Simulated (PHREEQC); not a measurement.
Make-up at 25 °C: 130 mmol/kgw NaOH, 0.0079 mmol/kgw CO2 and 53 mmol/kgw K3PO4. Closed to the air; pH follows from the charge balance.

The numbers come from PHREEQC with the ion-association model, wateq4f.dat.

```json
{
 "pH": "12.93",
 "ionic_strength": "0.443 mol/kgw",
 "activity_of_water": "0.992",
 "total_alkalinity": "236 meq/kg"
}
```

| species | molality | activity | log γ |
|---|---|---|---|
| K+ | 0.159 | 0.104 | -0.186 |
| OH- | 0.132 | 0.0849 | -0.192 |
| Na+ | 0.130 | 0.0924 | -0.148 |
| PO4-3 | 0.0507 | 0.00176 | -1.460 |
| HPO4-2 | 0.00203 | 0.000456 | -0.649 |
| KHPO4- | 0.000132 | 9.22e-5 | -0.156 |
| NaHPO4- | 0.000118 | 8.22e-5 | -0.156 |
| CO3-2 | 4.97e-6 | 1.19e-6 | -0.623 |
| NaCO3- | 2.92e-6 | 2.04e-6 | -0.156 |
| HCO3- | 4.23e-9 | 2.96e-9 | -0.156 |
| H2PO4- | 1.23e-9 | 8.59e-10 | -0.156 |

Precipitation was switched off in this run. Species that the database lacks are ignored. H3PO4, which wateq4f.dat lacks, is added to it with the constant of phreeqc.dat.
